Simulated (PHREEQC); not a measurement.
H3PO4 is added in steps, without added water, to 1 kg of water holding 0.17 mol/kgw CsOH and 3.5e-05 mol/kgw Na2CO3, at 20 °C. O2 is buffered at 0.21 atm. CO2 from the air is kept out. Precipitation was switched off in this run.

Base run: PHREEQC, ion-association model, wateq4f.dat. Each further column changes one thing. The table gives HCO3- (mol/kgw).

```csv
H3PO4 added (mol),base,Debye-Hückel limiting law,Davies equation for every ion,metal-ligand complexes left out,all activity coefficients set to 1
0,1.99e-8,1.26e-8,1.88e-8,1.99e-8,3.29e-8
0.06719,7.57e-7,(withheld),6.98e-7,7.57e-7,5.44e-7
0.1209,2.52e-5,2.13e-5,2.55e-5,2.52e-5,(withheld)
0.1881,2.02e-8,2.03e-8,2.03e-8,2.02e-8,(withheld)
0.2419,5.19e-9,5.26e-9,5.23e-9,5.19e-9,4.82e-9
0.3091,2.74e-9,2.81e-9,(withheld),2.74e-9,2.52e-9
0.3628,2.01e-9,(withheld),(withheld),2.01e-9,1.84e-9
0.43,1.52e-9,1.58e-9,1.53e-9,1.52e-9,1.38e-9
```

Task: Complete the blanks.

Result: 
- 0.06719, Debye-Hückel limiting law: 1.13e-6
- 0.1209, all activity coefficients set to 1: 2.87e-5
- 0.1881, all activity coefficients set to 1: 1.89e-8
- 0.3091, Davies equation for every ion: 2.76e-9
- 0.3628, Debye-Hückel limiting law: 2.07e-9
- 0.3628, Davies equation for every ion: 2.03e-9

H3PO4, which wateq4f.dat lacks, is added to it with the constant of phreeqc.dat.
